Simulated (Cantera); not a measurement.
Cantera with NASA thermochemical tables; ideal gases at 1 bar, condensed phases pure. Values are per mole of reaction as written; species without (g) are pure solids or liquids, kept so even where they would boil at 1 bar.

Question: Between 300 and 1600 K, where is each reaction favourable under standard conditions?
- 4 Li + O₂(g) ⇌ 2 Li₂O
- V + O₂(g) ⇌ VO₂(g)
- 2 Si + O₂(g) ⇌ 2 SiO(g)

Answer: 
- 4 Li + O₂(g) ⇌ 2 Li₂O: ΔG° is -1124 kJ at 300 K and -770 kJ at 1600 K; it stays negative (K > 1). ΔH° is -1188 kJ and ΔS° -261 J/K at 1600 K.
- V + O₂(g) ⇌ VO₂(g): ΔG° is -242 kJ at 300 K and -270 kJ at 1600 K; it stays negative (K > 1). ΔH° is -246 kJ and ΔS° 15 J/K at 1600 K.
- 2 Si + O₂(g) ⇌ 2 SiO(g): ΔG° is -255 kJ at 300 K and -470 kJ at 1600 K; it stays negative (K > 1). ΔH° is -222 kJ and ΔS° 155 J/K at 1600 K.
